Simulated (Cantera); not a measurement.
A closed system holds: 1 mol FeS, 40 mol H2, 2 mol H2O, held at 4.40 bar.

These are equilibrium values from Cantera (NASA tables, ideal gas, pure condensed phases), not measurements of a reactor. Candidate condensed phases: Fe, FeO, Fe(OH)2, Fe(OH)3, FeS, FeSO4, FeS2, Fe2O3, Fe2(SO4)3, Fe3O4, H2O, H2SO4, S; 22 gas species. Rates play no part.

**Question.** At 1600 °C, list the 5 most abundant gas species with their mole fractions, and the condensed phases.

**Answer.** H2 0.928, H2O 0.0476, H2S 0.0227, SH 0.000696, H 0.000296. Condensed: Fe(l).
